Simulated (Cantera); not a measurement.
borazine + O2 + H2 (boron, boron nitride and boron oxide)

Charge: 1 mol borazine, 1.2 mol O2, 3 mol H2, at 10.0 mbar.

These are equilibrium values from Cantera (NASA tables, ideal gas, pure condensed phases), not measurements of a reactor. Candidate condensed phases: B, BN, B2O3, B3O3H3, H2O; 39 gas species. The feed counts by its element totals alone. Mutual solubility and eutectic melting of coexisting phases are not modelled. The tables' values for BH2 are old estimates; treat these amounts as uncertain. The numbers say what is thermodynamically allowed, not how fast it happens.

At 1402 °C the condensed part is BN(s) + B2O3(l). From 1452 °C to 1852 °C the condensed part is BN(s). The main B-bearing gas is B2O3 at 1402 °C and HBO at 1852 °C. The share of B in condensed phases is highest at 1402 °C (49.7 %) and lowest at 1852 °C (20.0 %).

```json
[
 {"T (°C)": "1402", "x H2": "0.753", "x N2": "0.113", "x HBO": "0.0438", "x BO": "0.00121", "x B2O2": "0.0125", "x B2O3": "0.0525", "x H": "0.00101", "x HBO2": "0.0229", "n BN(s)": "1.28", "n B2O3(l)": "0.104"},
 {"T (°C)": "1452", "x H2": "0.725", "x N2": "0.116", "x HBO": "0.0599", "x BO": "0.00254", "x B2O2": "0.0218", "x B2O3": "0.0539", "x H": "0.00158", "x HBO2": "0.0189", "n BN(s)": "1.17", "n B2O3(l)": "0"},
 {"T (°C)": "1502", "x H2": "0.707", "x N2": "0.122", "x HBO": "0.0746", "x BO": "0.00471", "x B2O2": "0.0314", "x B2O3": "0.0438", "x H": "0.00243", "x HBO2": "0.0136", "n BN(s)": "1.06", "n B2O3(l)": "0"},
 {"T (°C)": "1552", "x H2": "0.689", "x N2": "0.127", "x HBO": "0.0886", "x BO": "0.00815", "x B2O2": "0.0414", "x B2O3": "0.0325", "x H": "0.00366", "x HBO2": "0.00934", "n BN(s)": "0.941", "n B2O3(l)": "0"},
 {"T (°C)": "1602", "x H2": "0.672", "x N2": "0.132", "x HBO": "0.100", "x BO": "0.0132", "x B2O2": "0.0499", "x B2O3": "0.0218", "x H": "0.00537", "x HBO2": "0.00604", "n BN(s)": "0.831", "n B2O3(l)": "0"},
 {"T (°C)": "1652", "x H2": "0.656", "x N2": "0.135", "x HBO": "0.109", "x BO": "0.0200", "x B2O2": "0.0552", "x B2O3": "0.0133", "x H": "0.00774", "x HBO2": "0.00369", "n BN(s)": "0.743", "n B2O3(l)": "0"},
 {"T (°C)": "1702", "x H2": "0.643", "x N2": "0.137", "x HBO": "0.114", "x BO": "0.0288", "x B2O2": "0.0567", "x B2O3": "0.00749", "x H": "0.0110", "x HBO2": "0.00215", "n BN(s)": "0.681", "n B2O3(l)": "0"},
 {"T (°C)": "1752", "x H2": "0.632", "x N2": "0.137", "x HBO": "0.115", "x BO": "0.0395", "x B2O2": "0.0550", "x B2O3": "0.00397", "x H": "0.0153", "x HBO2": "0.00121", "n BN(s)": "0.642", "n B2O3(l)": "0"},
 {"T (°C)": "1802", "x H2": "0.622", "x N2": "0.137", "x HBO": "0.114", "x BO": "0.0521", "x B2O2": "0.0510", "x B2O3": "0.00201", "x H": "0.0210", "x HBO2": "0.000669", "n BN(s)": "0.617", "n B2O3(l)": "0"},
 {"T (°C)": "1852", "x H2": "0.611", "x N2": "0.136", "x HBO": "0.110", "x BO": "0.0664", "x B2O2": "0.0455", "x B2O3": "0.000988", "x H": "0.0284", "x HBO2": "0.000363", "n BN(s)": "0.600", "n B2O3(l)": "0"}
]
```
x: gas mole fraction; n: condensed amount in mol.
